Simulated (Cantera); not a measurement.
Cantera run:

```python
import numpy as np
import cantera as ct

gas_names = [...]  # 109 gases of nasa_gas.yaml made of C, Cl, H, Si
cond_names = """
    C(gr) C6H6(L) C7H8(L) C8H18(L),n-octa Si(cr) Si(L) SiC(b)
""".split()


# ... load() reads the species with a 1 bar reference pressure and builds the phases ...
atoms = {
    'SiH2Cl2': {'Si': 1, 'H': 2, 'CL': 2},
    'CH4': {'C': 1, 'H': 4},
    'H2': {'H': 2},
    'HCl': {'H': 1, 'CL': 1},
}
top_T = {'C(gr)': 4500, 'SiC(b)': 3050}  # K; cautious upper limits of use, not melting points


# ... equilibrate(T, P, feed) seeds the gas with the atoms and calls Mixture.equilibrate('TP', solver="vcs", rtol=1e-11, max_steps=5000) ...
results = []
feed = {'SiH2Cl2': 1, 'CH4': 0.35, 'H2': 220, 'HCl': 0.58}  # mol
T = 998.15  # K
P = 70000  # Pa
mix = equilibrate(T, P, feed)
results.append((T, P, feed, dict(zip(mix.species_names, mix.species_moles))))
print(gas.report(threshold=1e-05))
for i in range(1, mix.n_phases):
    print(f"{mix.phase(i).name:16s} {mix.phase_moles(i):12.5e} mol")
```

Output:

```
       temperature   998.15 K
          pressure   70000 Pa
           density   0.020991 kg/m^3
  mean mol. weight   2.4887 kg/kmol
   phase of matter   gas

                          1 kg             1 kmol
                     ---------------   ---------------
          enthalpy        7.6798e+06        1.9113e+07  J
   internal energy        4.3451e+06        1.0814e+07  J
           entropy             68458        1.7037e+05  J/K
    Gibbs function       -6.0652e+07       -1.5094e+08  J
 heat capacity c_p             12192             30342  J/K
 heat capacity c_v              8851             22027  J/K

                      mass frac. Y      mole frac. X     chem. pot. / RT
                     ---------------   ---------------   ---------------
               CH4        0.00016644        2.5819e-05           -45.114
               HCL          0.056004          0.003823           -41.319
                H2           0.80497           0.99371           -17.864
             SiCL2        0.00099051        2.4904e-05           -68.434
             SiCL3         0.0014945        2.7666e-05           -100.82
             SiCL4          0.051394        0.00075288           -133.21
            SiHCL3          0.073927         0.0013584           -109.75
           SiH2CL2          0.010705        0.00026379           -86.298
            SiH3CL        0.00034951        1.3069e-05           -62.843
     [ +100 minor]        3.6548e-06         2.857e-07

C(gr)             0.00000e+00 mol
Si(cr)            1.12054e-01 mol
SiC(b)            3.44249e-01 mol
```

Method: chemical equilibrium by Gibbs-energy minimisation in Cantera with the NASA 1993 tables (ideal gas, pure condensed phases). The tables' values for SiCl3 are old estimates; treat these amounts as uncertain.
